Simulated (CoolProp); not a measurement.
1-butene along the isotherm 443.4 K: fugacity coefficient from the reference equation and from simpler models built on Tc = 419.3 K, pc = 4006 kPa, ω = 0.192; each cubic takes its own stable root.

Values from CoolProp's reference Helmholtz-energy equation of state, Lemmon 2005. It is a short technical equation, of lower accuracy than the large ones.

| p (kPa) | phase | reference |
|---|---|---|
| 2670 | gas | 0.8129 |
| 5340 | supercritical | 0.6300 |
| 8010 | supercritical | 0.4815 |
| 10700 | supercritical | 0.4015 |
| 13400 | supercritical | 0.3543 |
| 16000 | supercritical | 0.3253 |
| 18700 | supercritical | 0.3051 |
| 21400 | supercritical | 0.2916 |
| 24000 | supercritical | 0.2829 |
| 26700 | supercritical | 0.2771 |
| 29400 | supercritical | 0.2738 |
| 32000 | supercritical | 0.2725 |
| 34700 | supercritical | 0.2728 |
| 37400 | supercritical | 0.2744 |
| 40100 | supercritical | 0.2772 |

**Question.** How far does each simpler model (van der Waals, Redlich-Kwong, Soave-Redlich-Kwong, Peng-Robinson) lie from the reference over these 15 states: mean and median of the absolute difference, and the worst?

**Answer.** 
- van der Waals: mean 23.2 %, median 22.7 %, worst +48.8 % at 443.4 K and 40100 kPa
- Redlich-Kwong: mean 5.4 %, median 6.2 %, worst +9.1 % at 443.4 K and 40100 kPa
- Soave-Redlich-Kwong: mean 8.8 %, median 9.9 %, worst +13.3 % at 443.4 K and 40100 kPa
- Peng-Robinson: mean 1.7 %, median 1.7 %, worst -3.9 % at 443.4 K and 40100 kPa
